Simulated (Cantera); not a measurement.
An adiabatic, constant-volume homogeneous reactor starts with C₃H₈ : O₂ : N₂ = 1 : 8.06 : 80.6 (molar parts), equivalence ratio 0.62, at 1750 K and 6.00 bar.

Computed with Cantera and GRI-Mech 3.0 (53 species, 325 reactions). GRI-Mech 3.0 was tuned for natural gas; its chemistry of propane as a main component is partial and can be far from experiment.

One state of this run: T (K) = 2459; P (bar) = 8.55; x C₃H₈ = <1e-12; x O₂ = 0.0295; x N₂O = 1.46e-6; x C₂H₄ = <1e-12; x OH = 0.00296; x C₂H₂ = <1e-12. x: mole fraction; the columns are a selection and need not sum to one.

Question: Which value of t (s) does it belong to?
A. 0.0330
B. 3.21e-5
C. 5.66e-6
D. 1.00e-6

Answer: A, 0.0330
